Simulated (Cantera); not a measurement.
Standard-state values (1 bar) from the NASA 1993 polynomials, evaluated with Cantera. Values are per mole of reaction as written; species without (g) are pure solids or liquids, kept so even where they would boil at 1 bar.

2 N(g) + B₂O₃(g) ⇌ N₂O(g) + B₂O₂(g)

| T (K) | ΔH° (kJ) | ΔS° (J/K) | ΔG° (kJ) | log10 K |
|---|---|---|---|---|
| 548 | -486.4 | -134.2 | -412.9 | 39.35 |
| 698 | -487.6 | -136.1 | -392.6 | 29.38 |
| 848 | -488.5 | -137.4 | -372.1 | 22.92 |
| 998 | -489.3 | -138.2 | -351.4 | 18.39 |
| 1148 | -489.9 | -138.7 | -330.6 | 15.04 |
| 1298 | -490.3 | -139.1 | -309.8 | 12.47 |
| 1448 | -490.7 | -139.4 | -288.9 | 10.42 |
| 1598 | -491.0 | -139.5 | -268.0 | 8.76 |
| 1748 | ___ | ___ | ___ | ___ |
| 1898 | ___ | ___ | ___ | ___ |

Task: What belongs in the gaps?

Result: 
- 1748, ΔH° (kJ): -491.1
- 1748, ΔS° (J/K): -139.7
- 1748, ΔG° (kJ): -247.0
- 1748, log10 K: 7.38
- 1898, ΔH° (kJ): -491.3
- 1898, ΔS° (J/K): -139.7
- 1898, ΔG° (kJ): -226.1
- 1898, log10 K: 6.22
